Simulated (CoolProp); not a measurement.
Vapour pressure (kPa) of octamethyltrisiloxane (MDM): the reference equation beside estimates from Tc = 565.4 K, pc = 1438 kPa, ω = 0.528.

Model: reference Helmholtz-energy equation of state, Thol 2017, in CoolProp.

| T (K) | reference | Lee-Kesler | Soave-Redlich-Kwong | Peng-Robinson |
|---|---|---|---|---|
| 322.1 | 2.067 | ? | ? | 2.304 |
| 324.3 | 2.324 | 2.378 | 2.389 | 2.575 |
| 326.5 | 2.607 | 2.662 | 2.673 | 2.874 |
| 328.8 | 2.934 | 2.989 | ? | 3.216 |
| 331 | 3.278 | 3.333 | 3.345 | 3.576 |
| 333.2 | 3.656 | 3.710 | 3.722 | 3.968 |
| 335.4 | 4.070 | 4.122 | 4.135 | 4.397 |
| 337.6 | 4.523 | 4.573 | 4.585 | 4.864 |
| 339.8 | ? | 5.064 | 5.077 | 5.372 |
| 342.1 | 5.581 | 5.624 | 5.637 | 5.950 |
| 344.3 | ? | 6.208 | ? | ? |
| 346.5 | 6.808 | 6.842 | 6.854 | 7.201 |
| 348.7 | 7.501 | ? | 7.541 | 7.904 |

Problem. Some entries are withheld; supply them.

Solution. 
- 322.1, Lee-Kesler: 2.121
- 322.1, Soave-Redlich-Kwong: 2.130
- 328.8, Soave-Redlich-Kwong: 3.000
- 339.8, reference: 5.017
- 344.3, reference: 6.169
- 344.3, Soave-Redlich-Kwong: 6.221
- 344.3, Peng-Robinson: 6.550
- 348.7, Lee-Kesler: 7.529

Absolute difference from the reference over all 13 rows, mean and median: Lee-Kesler 1.4 and 1.3 %, Soave-Redlich-Kwong 1.7 and 1.6 %, Peng-Robinson 8.2 and 8.0 %.
